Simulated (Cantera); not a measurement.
A closed system holds: 1 mol Si2H6, 0.011 mol Cl2, 5.4 mol H2, held at 1750 K and 1.58 Torr.

Cantera equilibrium calculation (NASA polynomials, part measured and part estimated; ideal gas, pure solids and liquids). Candidate condensed phases: Si; 19 gas species. The feed counts by its element totals alone. Gases not in the tables: Si2H6 and higher silanes. Rates play no part.

Base state: H2 0.992, H 0.00505, HCl 0.00254, Si 0.000715, SiH 4.32e-5, SiCl2 2.17e-5, SiH2 2.07e-5, Cl 1.00e-5 (mole fractions); condensed: Si(l).

Q: What changes in the equilibrium state with this change: Si2H6 replaced by Si2Cl6?

A: 
```json
[
 {"species": "H2", "before": "0.992", "after": "0.520"},
 {"species": "HCl", "before": "0.00254", "after": "0.238"},
 {"species": "SiCl2", "before": "2.17e-5", "after": "0.234"},
 {"species": "SiCl3", "before": "1.61e-9", "after": "0.00224"},
 {"species": "SiCl4", "before": "<1e-9", "after": "3.81e-5"},
 {"species": "SiHCl3", "before": "<1e-9", "after": "1.84e-5"},
 {"species": "Cl", "before": "1.00e-5", "after": "0.00129"},
 {"species": "SiCl", "before": "9.83e-6", "after": "0.000819"},
 {"species": "Si(l), mol", "before": "1.99", "after": "0"}
]
```
The tables' values for SiCl3, SiCl are old estimates; treat these amounts as uncertain.

Q: What changes in the equilibrium state with this change: 0.024 mol NH3 added?

A: 
| species | before | after |
|---|---|---|
| H2 | 0.992 | 0.990 |
| H | 0.00505 | 0.00505 |
| HCl | 0.00254 | 0.00253 |
| N2 | 0 | 0.00141 |
| Si | 0.000715 | 0.000715 |
| SiCl2 | 2.17e-5 | 2.15e-5 |
| Cl | 1.00e-5 | 9.95e-6 |
| SiH2 | 2.07e-5 | 2.06e-5 |
| SiH | 4.32e-5 | 4.31e-5 |
| Si(l), mol | 1.99 | 1.99 |
Further candidate phases: NH4Cl, Si3N4.

Q: What changes in the equilibrium state with this change: temperature from 1750 K to 1673.15 K?

A: 
```json
[
 {"species": "H2", "before": "0.992", "after": "0.995"},
 {"species": "HCl", "before": "0.00254", "after": "0.00255"},
 {"species": "H", "before": "0.00505", "after": "0.00248"},
 {"species": "Si", "before": "0.000715", "after": "0.000200"},
 {"species": "SiH", "before": "4.32e-5", "after": "1.54e-5"},
 {"species": "Cl", "before": "1.00e-5", "after": "4.98e-6"},
 {"species": "SiH2", "before": "2.07e-5", "after": "1.10e-5"},
 {"species": "SiCl2", "before": "2.17e-5", "after": "2.37e-5"},
 {"species": "Si(l), mol", "before": "1.99", "after": "0"},
 {"species": "Si(s), mol", "before": "0", "after": "2.00"}
]
```
